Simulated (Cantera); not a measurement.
Input (Python, Cantera) and output of one run.

```python
import numpy as np
import cantera as ct

gas_names = """
    CL CL2 H HCL H2 Si SiCL SiCL2 SiCL3 SiCL4 SiH SiHCL3 SiH2 SiH2CL2 SiH3 SiH3CL SiH4 Si2 Si3
""".split()
cond_names = """
    Si(cr) Si(L)
""".split()


# ... load() reads the species with a 1 bar reference pressure and builds the phases ...
atoms = {
    'SiH2Cl2': {'Si': 1, 'H': 2, 'CL': 2},
    'H2': {'H': 2},
}
top_T = {}  # K; cautious upper limits of use, not melting points


# ... equilibrate(T, P, feed) seeds the gas with the atoms and calls Mixture.equilibrate('TP', solver="vcs", rtol=1e-11, max_steps=5000) ...
results = []
T = 2125  # K
P = 1400  # Pa
for m in [140, 340, 550, 750, 960, 1200, 1400, 1600]:
    feed = {'SiH2Cl2': 1, 'H2': m}  # mol
    mix = equilibrate(T, P, feed)
    results.append((T, P, feed, dict(zip(mix.species_names, mix.species_moles))))

top = {s: max(r[3][s] / sum(r[3][g] for g in gas_names) for r in results) for s in gas_names}
cols = sorted((s for s in top if top[s] > 1e-06), key=lambda s: -top[s])[:9]
seen = [c for c in cond_names if any(r[3].get(c, 0) > 1e-12 for r in results)]
print("log10 of partial pressures in bar; condensed amounts in mol")
print(f"{'n(H2)':>10s}" + "".join(f"{s[:9]:>10s}" for s in cols + seen))
for T, P, feed, n in results:
    ng = sum(n[g] for g in gas_names)
    print(f"{feed['H2']:10.4g}" + "".join(f"{np.log10(max(n[s] / ng * P / 1e5, 1e-99)):10.3f}" for s in cols)
          + "".join(f"{n.get(c, 0):10.4g}" for c in seen))
```

Output:

```
log10 of partial pressures in bar; condensed amounts in mol
     n(H2)        H2         H       HCL        Si       SiH        CL     SiCL2      SiCL      SiH2
       140    -1.876    -3.378    -3.741    -4.075    -5.302    -5.377    -5.602    -5.651    -5.874
       340    -1.871    -3.375    -4.109    -4.437    -5.661    -5.748    -6.704    -6.383    -6.231
       550    -1.870    -3.375    -4.314    -4.640    -5.863    -5.954    -7.320    -6.793    -6.433
       750    -1.869    -3.374    -4.448    -4.773    -5.996    -6.087    -7.720    -7.059    -6.565
       960    -1.869    -3.374    -4.554    -4.879    -6.101    -6.194    -8.039    -7.272    -6.670
      1200    -1.868    -3.374    -4.650    -4.975    -6.197    -6.291    -8.328    -7.464    -6.766
      1400    -1.868    -3.374    -4.717    -5.041    -6.264    -6.357    -8.528    -7.597    -6.833
      1600    -1.868    -3.374    -4.775    -5.099    -6.321    -6.415    -8.701    -7.713    -6.890
```

These are equilibrium values from Cantera (NASA tables, ideal gas, pure condensed phases), not measurements of a reactor. The tables' values for SiCl are old estimates; treat these amounts as uncertain. Gases not in the tables: Si2H6 and higher silanes.
